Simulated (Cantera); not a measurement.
Cantera with NASA thermochemical tables; ideal gases at 1 bar, condensed phases pure. Values are per mole of reaction as written; species without (g) are pure solids or liquids, kept so even where they would boil at 1 bar.

Question: Between 648 and 1548 K, where is each reaction favourable under standard conditions?
- MgS + O₃(g) ⇌ SO₃(g) + Mg

Answer: 
- MgS + O₃(g) ⇌ SO₃(g) + Mg: ΔG° is -191 kJ at 648 K and -191 kJ at 1548 K; it stays negative (K > 1). ΔH° is -185 kJ and ΔS° 4 J/K at 1548 K.
